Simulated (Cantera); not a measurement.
Feed: 1 mol SiH2Cl2, 53 mol N2, held at 1075 °C and 750 Torr.

Equilibrium computed with Cantera from the NASA thermochemical tables; the gas is ideal and each condensed phase is pure. Candidate condensed phases: NH4Cl, Si, Si3N4; 28 gas species. N2 is the only nitrogen source here; it is nearly inert below about 1500 K, so the nitride shown seldom forms there in practice. The tables' values for SiCl3 are old estimates; treat these amounts as uncertain. Kinetics and transport are ignored.

Task: What is the equilibrium state?

Result: 
```json
{
 "x(N2)": "0.966",
 "x(HCl)": "0.0268",
 "x(H2)": "0.00500",
 "x(SiCl4)": "0.00233",
 "x(SiCl3)": "0.000165",
 "x(SiCl2)": "5.86e-5",
 "x(SiHCl3)": "2.47e-5",
 "n(Si3N4(s))": "0.287 mol",
 "gas_amount": "54.29 mol",
 "log10 activity of Si(s) (absent)": "-3.84"
}
```
